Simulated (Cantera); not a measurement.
Feed: 1 mol CuO, 8.8 mol F2, 5.3 mol H2, equilibrated at 1277 °C.

These are equilibrium values from Cantera (NASA tables, ideal gas, pure condensed phases), not measurements of a reactor. Candidate condensed phases: Cu, CuF2, CuO, Cu(OH)2, Cu2O, H2O; 27 gas species. Equilibrium is a limit: real reactors are often held back by kinetics, nucleation or transport.

Q: At 0.00320 bar, list the 5 most abundant gas species with their mole fractions, and the condensed phases.

A: HF 0.619, F 0.293, CuF2 0.0576, O2 0.0292, CuF 0.000809. Condensed: gas only.
